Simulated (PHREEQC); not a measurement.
A column of 0.5 m (30 cells, dispersivity 0.018 m, 300 s a shift, diffusion coefficient 3e-10 m²/s) holds 0.0024 eq of the database's cation exchanger X per kg of pore water, first in equilibrium with 0.022 mol/kgw SrCl2 and 1e-05 mol/kgw HCl. It is flushed with 2.5 mmol/kgw BaCl2, 1.4 mmol/kgw NaCl and 0.01 mmol/kgw HCl, at 25 °C. Values are for the last cell. No CO2 enters from the air. Nothing may precipitate in this run.

Model: ion-association model, phreeqc.dat, run in PHREEQC.

| pore volumes | Ba in solution (mol/kgw) | Na in solution (mol/kgw) | Sr in solution (mol/kgw) | Cl in solution (mol/kgw) | SrX2 on the exchanger (mol/kgw) | NaX on the exchanger (mol/kgw) |
|---|---|---|---|---|---|---|
| 0 | 0 | 0 | 0.0220 | 0.0440 | 0.00120 | 0 |
| 0.3167 | 1.67e-9 | 2.61e-9 | 0.0220 | 0.0440 | 0.00120 | 1.48e-11 |
| 0.7167 | 0.000183 | 0.000177 | 0.0192 | 0.0391 | [?] | 1.07e-6 |
| 1.017 | 0.000758 | [?] | 0.00999 | 0.0223 | 0.00111 | 6.36e-6 |
| 1.317 | 0.00111 | 0.00120 | 0.00379 | 0.0110 | 0.000923 | 1.44e-5 |
| 1.717 | [?] | 0.00137 | 0.00120 | 0.00697 | 0.000511 | 2.17e-5 |
| 2.017 | 0.00202 | [?] | 0.000535 | 0.00651 | 0.000249 | 2.31e-5 |
| 2.317 | 0.00229 | 0.00140 | 0.000219 | 0.00643 | 0.000104 | 2.34e-5 |
| 2.717 | 0.00244 | 0.00140 | 5.84e-5 | 0.00641 | 2.78e-5 | 2.35e-5 |
| 3.017 | 0.00248 | 0.00140 | 2.03e-5 | 0.00641 | 9.63e-6 | 2.35e-5 |

Task: Some entries are withheld; supply them.

Result: 
- 0.7167, SrX2 on the exchanger (mol/kgw): 0.00119
- 1.017, Na in solution (mol/kgw): 0.000784
- 1.717, Ba in solution (mol/kgw): 0.00159
- 2.017, Na in solution (mol/kgw): 0.00139

Complexes and solids missing from the database can't appear.
